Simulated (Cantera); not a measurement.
A perfectly stirred reactor is fed with NH₃ : H₂ : N₂ = 1 : 2.1 : 0.12 (molar parts), at 0.500 bar; it is held at 2300 K, and followed from long to short residence time.

Model: the gas-phase N/H chemistry of the illustrative SiF4/NH3 mechanism in the Surface Chemkin manual (1991), integrated in Cantera. Walls and surfaces, which speed up NH3 decomposition in real reactors, are not modelled.

Task: Predict: x(NH₃) at τ = 1.20 s; x(H₂) at τ = 1.20 s; x(N) at τ = 1.20 s; x(NH) at τ = 1.20 s; x(NH₃) at τ = 0.110 s; x(H₂) at τ = 0.110 s; x(N) at τ = 0.110 s; x(NH) at τ = 0.110 s.

Result: 
* **x(NH₃) at τ = 1.20 s**: 0.000750
* **x(H₂) at τ = 1.20 s**: 0.842
* **x(N) at τ = 1.20 s**: 6.67e-6
* **x(NH) at τ = 1.20 s**: 1.03e-5
* **x(NH₃) at τ = 0.110 s**: 0.00739
* **x(H₂) at τ = 0.110 s**: 0.842
* **x(N) at τ = 0.110 s**: 9.62e-6
* **x(NH) at τ = 0.110 s**: 2.81e-5
